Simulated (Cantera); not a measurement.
Input (Python, Cantera):

```python
import numpy as np
import cantera as ct

gas = ct.Solution("gri30.yaml")


def delay(T, t_max=10):
    gas.TPX = T, 1300000, {'CO': 1, 'H2': 0.077, 'CH4': 0.031, 'O2': 0.3, 'N2': 1.92}
    reactor = ct.IdealGasReactor(gas, clone=False)
    net = ct.ReactorNet([reactor])
    net.rtol, net.atol = 1e-8, 1e-16
    while net.time < t_max:
        t_old, T_old = net.time, reactor.T
        net.step()
        if reactor.T > T + 400:  # ignition: a rise of 400 K
            return t_old + (T + 400 - T_old) / (reactor.T - T_old) * (net.time - t_old)
    return np.nan


taus = []
for T in [875, 925, 975, 1025, 1075, 1125]:
    taus.append(delay(T))
    print(f"T0 = {T:6g} K   tau = {taus[-1]:.4e} s")
```

Output:

```
T0 =    875 K   tau = 8.0635e-02 s
T0 =    925 K   tau = 1.8710e-02 s
T0 =    975 K   tau = 5.1552e-03 s
T0 =   1025 K   tau = 1.6541e-03 s
T0 =   1075 K   tau = 6.0847e-04 s
T0 =   1125 K   tau = 2.5398e-04 s
```

Cantera simulation using GRI-Mech 3.0 (53 species, 325 reactions); the numbers are that mechanism's predictions, not measurements. The pressure lies above the range GRI-Mech 3.0 was tuned for (to about 10 atm). Below about 1000 K GRI-Mech 3.0 lacks low-temperature oxidation paths. Below about 950 K walls govern HO2 and H2O2 in real vessels.
